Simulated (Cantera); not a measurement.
A Cantera script and its output.

```python
import numpy as np
import cantera as ct

gas = ct.Solution("gri30.yaml")
gas.TPX = 1250, 14000, {'CH4': 1, 'CO2': 1.3}
reactor = ct.IdealGasConstPressureReactor(gas, energy="off", clone=False)
net = ct.ReactorNet([reactor])
net.rtol, net.atol = 1e-08, 1e-18
show = ['CH4', 'CO2', 'OH', 'C2H2', 'HO2', 'CO', 'O']
times = np.geomspace(0.0003, 200, 14)

steps = ct.SolutionArray(gas, extra=["t"])
rows = []
print(f"{'t/s':>10s}{'T/K':>9s}{'P/Pa':>11s}" + "".join(f"{s:>11s}" for s in show))
for t in times:
    while net.time < t:
        t_next = net.step()
        steps.append(gas.state, t=t_next)
    rows.append([np.interp(t, steps.t, y) for y in (steps.T, steps.P, *steps(*show).X.T)])
    print(f"{t:10.3e}{rows[-1][0]:9.1f}{rows[-1][1]:11.4g}" + "".join(f"{x:11.3e}" for x in rows[-1][2:]))
rate = np.gradient(steps.T, steps.t)
print("integrator steps:", len(steps.t))
if steps.T.max() > steps.T[0] + 200:
    print(f"time of steepest temperature rise: {steps.t[rate.argmax()]:.4e} s")
gas.TPX = 1250, 14000, {'CH4': 1, 'CO2': 1.3}
gas.equilibrate("TP")
print(f"equilibrium (TP): T = {gas.T:.1f} K  " + "  ".join(f"{s} {gas[s].X[0]:.3e}" for s in show))
```

It prints:

```
       t/s      T/K       P/Pa        CH4        CO2         OH       C2H2        HO2         CO          O
 3.000e-04   1250.0    1.4e+04  4.348e-01  5.652e-01  4.026e-13  1.225e-19  4.356e-22  1.804e-10  1.560e-17
 8.416e-04   1250.0    1.4e+04  4.348e-01  5.652e-01  4.026e-13  9.117e-18  1.034e-21  5.084e-10  1.560e-17
 2.361e-03   1250.0    1.4e+04  4.348e-01  5.652e-01  4.030e-13  6.214e-16  1.884e-21  1.429e-09  1.562e-17
 6.624e-03   1250.0    1.4e+04  4.348e-01  5.652e-01  4.058e-13  4.369e-14  2.231e-21  4.035e-09  1.565e-17
 1.858e-02   1250.0    1.4e+04  4.348e-01  5.652e-01  4.233e-13  3.151e-12  2.077e-21  1.175e-08  1.573e-17
 5.213e-02   1250.0    1.4e+04  4.348e-01  5.652e-01  4.655e-13  1.575e-10  2.025e-21  3.735e-08  1.585e-17
 1.462e-01   1250.0    1.4e+04  4.348e-01  5.652e-01  5.047e-13  3.293e-09  2.114e-21  1.204e-07  1.591e-17
 4.103e-01   1250.0    1.4e+04  4.347e-01  5.652e-01  6.179e-13  4.927e-08  2.443e-21  4.041e-07  1.606e-17
 1.151e+00   1250.0    1.4e+04  4.345e-01  5.652e-01  1.052e-12  8.751e-07  3.748e-21  1.677e-06  1.664e-17
 3.229e+00   1250.0    1.4e+04  4.340e-01  5.651e-01  2.885e-12  1.837e-05  9.123e-21  9.716e-06  1.938e-17
 9.058e+00   1250.0    1.4e+04  4.321e-01  5.645e-01  9.980e-12  2.708e-04  3.012e-20  7.048e-05  2.988e-17
 2.541e+01   1250.0    1.4e+04  4.265e-01  5.620e-01  3.481e-11  1.888e-03  1.058e-19  5.456e-04  6.219e-17
 7.129e+01   1250.0    1.4e+04  4.113e-01  5.526e-01  1.209e-10  7.118e-03  3.619e-19  3.917e-03  1.526e-16
 2.000e+02   1250.0    1.4e+04  3.744e-01  5.198e-01  4.263e-10  1.963e-02  1.041e-18  2.242e-02  3.770e-16
integrator steps: 1219
equilibrium (TP): T = 1250.0 K  CH4 3.098e-06  CO2 3.009e-02  OH 8.161e-10  C2H2 1.359e-11  HO2 2.288e-20  CO 5.048e-01  O 1.612e-15
```

Computed with Cantera and GRI-Mech 3.0 (53 species, 325 reactions).
